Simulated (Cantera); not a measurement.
Charge: 1 mol SiH₄, 6.4 mol N₂, at 10000 Pa.

Equilibrium computed with Cantera from the NASA thermochemical tables; the gas is ideal and each condensed phase is pure. Candidate condensed phases: Si, Si₃N₄; 18 gas species. N₂ is the only nitrogen source here; it is nearly inert below about 1500 K, so the nitride shown seldom forms there in practice. Gases not in the tables: Si₂H₆ and higher silanes. Kinetics and transport are ignored.

Question: Which condensed phases are stable at each of these points (T (°C)): 527, 677, 827, 977, 1127, 1277, 1427, 1577, 1727?

Answer: 
```tsv
T (°C)	condensed phases	Si condensed (%)
527	Si₃N₄(s)	100.0
677	Si₃N₄(s)	100.0
827	Si₃N₄(s)	100.0
977	Si₃N₄(s)	100.0
1127	Si₃N₄(s)	100.0
1277	Si₃N₄(s)	100.0
1427	Si₃N₄(s)	100.0
1577	Si₃N₄(s)	100.0
1727	Si(l)	99.5
```

From 527 °C to 1577 °C the condensed part is Si₃N₄(s). At 1727 °C the condensed part is Si(l).
